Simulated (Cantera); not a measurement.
## Dilute partial oxidation

An isothermal, constant-pressure homogeneous reactor starts with CH₂O : O₂ : N₂ = 0.017 : 0.031 : 1 (molar parts), equivalence ratio 0.55, at 1475 K and 465 Torr.

Computed with Cantera and GRI-Mech 3.0 (53 species, 325 reactions).

| t (s) | x CH₂O | x O₂ | x C₂H₆ | x N₂O | x HCN | x CO | x HO₂ |
|---|---|---|---|---|---|---|---|
| 0.000900 | 1.91e-11 | 0.0166 | <1e-12 | 1.31e-7 | <1e-12 | 0.00744 | 2.41e-6 |
| 0.00156 | 6.96e-12 | 0.0149 | <1e-12 | 1.34e-7 | <1e-12 | 0.00366 | 2.13e-6 |
| 0.00271 | 1.47e-12 | 0.0141 | <1e-12 | 1.63e-7 | <1e-12 | 0.00187 | 1.82e-6 |
| 0.00469 | <1e-12 | 0.0136 | <1e-12 | 2.16e-7 | <1e-12 | 0.000888 | 1.40e-6 |
| 0.00814 | <1e-12 | 0.0134 | <1e-12 | 2.81e-7 | <1e-12 | 0.000376 | 9.05e-7 |
| 0.0141 | <1e-12 | 0.0134 | <1e-12 | 3.41e-7 | <1e-12 | 0.000146 | 4.78e-7 |
| 0.0245 | <1e-12 | 0.0134 | <1e-12 | 3.73e-7 | <1e-12 | 5.40e-5 | 2.15e-7 |
| 0.0424 | <1e-12 | 0.0133 | <1e-12 | 3.56e-7 | <1e-12 | 2.00e-5 | 9.03e-8 |
| 0.0736 | <1e-12 | 0.0133 | <1e-12 | 2.83e-7 | <1e-12 | 7.66e-6 | 3.86e-8 |
| 0.128 | <1e-12 | 0.0133 | <1e-12 | 1.73e-7 | <1e-12 | 3.19e-6 | 1.85e-8 |
| 0.221 | <1e-12 | 0.0134 | <1e-12 | 7.64e-8 | <1e-12 | 1.51e-6 | 1.09e-8 |
| 0.384 | <1e-12 | 0.0134 | <1e-12 | 2.96e-8 | <1e-12 | 8.63e-7 | 8.27e-9 |
| 0.665 | <1e-12 | 0.0134 | <1e-12 | 1.79e-8 | <1e-12 | 6.47e-7 | 7.48e-9 |
| 1.15 | <1e-12 | 0.0134 | <1e-12 | 1.62e-8 | <1e-12 | 6.03e-7 | 7.33e-9 |
| 2.00 | <1e-12 | 0.0134 | <1e-12 | 1.61e-8 | <1e-12 | 6.00e-7 | 7.32e-9 |
x: mole fraction; the columns are a selection and need not sum to one.

Equilibrium at this temperature and pressure: CH₂O <1e-12, O₂ 0.0132, C₂H₆ <1e-12, N₂O 1.60e-8, HCN <1e-12, CO 6.03e-7, HO₂ 7.26e-9 (gas phase only).
